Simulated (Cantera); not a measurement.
Standard-state values (1 bar) from the NASA 1993 polynomials, evaluated with Cantera. Values are per mole of reaction as written; species without (g) are pure solids or liquids, kept so even where they would boil at 1 bar.

Task: Between 1173 and 2373 K, where is each reaction favourable under standard conditions?
- 2 CaS ⇌ 2 Ca(g) + S₂(g)

Result: 
- 2 CaS ⇌ 2 Ca(g) + S₂(g): ΔG° is 950 kJ at 1173 K and 497 kJ at 2373 K; it stays positive (K < 1). ΔH° is 1367 kJ and ΔS° 367 J/K at 2373 K.
